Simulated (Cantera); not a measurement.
A perfectly stirred reactor is fed with C3H8 : O2 : N2 = 1 : 11 : 56.6 (molar parts), equivalence ratio 0.45, at 1000000 Pa; it is adiabatic with a 775 K inlet, and is followed from long to short residence time, starting on the burning branch (τ in s: 0.073, 0.03, 0.012, 0.005, 0.002, 0.00083, 0.00034, 0.00014, 5.6e-05, 2.3e-05, 9.4e-06, 3.8e-06).

Computed with Cantera and GRI-Mech 3.0 (53 species, 325 reactions). GRI-Mech 3.0 was tuned for natural gas; its chemistry of propane as a main component is partial and can be far from experiment.

Question: Predict: blow-out, bracketed by the residence times tried; x(C3H8) at τ = 73.0 ms; x(O2) at τ = 73.0 ms; x(H2) at τ = 73.0 ms; x(CO2) at τ = 73.0 ms; x(NO) at τ = 73.0 ms; x(C3H8) at τ = 0.340 ms; x(O2) at τ = 0.340 ms.

Answer: blow-out, bracketed by the residence times tried: burning at 0.830 ms, out at 0.340 ms
x(C3H8) at τ = 73.0 ms: 1.07e-6
x(O2) at τ = 73.0 ms: 0.0863
x(H2) at τ = 73.0 ms: 4.43e-6
x(CO2) at τ = 73.0 ms: 0.0429
x(NO) at τ = 73.0 ms: 2.59e-6
x(C3H8) at τ = 0.340 ms: 0.0146
x(O2) at τ = 0.340 ms: 0.160
